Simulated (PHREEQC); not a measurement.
## Buffer (model solution)

Consider water at 20 °C with 0.0031 mol KHCO3, 0.00016 mol NaF and 0.01 mol KCl per kg of water. Closed to the air; pH follows from the charge balance.

The numbers come from PHREEQC with the ion-association model, wateq4f.dat.

- pH: 8.27
- ionic strength: 0.0133 mol/kgw
- total alkalinity: 3.10 meq/kg

| species | molality | activity | log γ |
|---|---|---|---|
| K+ | 0.0131 | 0.0116 | -0.051 |
| Cl- | 0.0100 | 0.00889 | -0.051 |
| HCO3- | 0.00303 | 0.00271 | -0.048 |
| F- | 0.000160 | 0.000142 | -0.052 |
| Na+ | 0.000160 | 0.000142 | -0.050 |
| CO2 | 3.48e-5 | 3.49e-5 | 0.001 |
| CO3-2 | 3.34e-5 | 2.14e-5 | -0.194 |
| OH- | 1.43e-6 | 1.27e-6 | -0.052 |
| NaHCO3 | 2.17e-7 | 2.17e-7 | 0.001 |
| NaCO3- | 4.90e-8 | 4.38e-8 | -0.048 |
| NaF | 1.16e-8 | 1.17e-8 | 0.001 |
| H+ | 5.91e-9 | 5.35e-9 | -0.044 |
| HF | 1.04e-9 | 1.04e-9 | 0.001 |

This is a speciation only: nothing precipitates in the calculation.
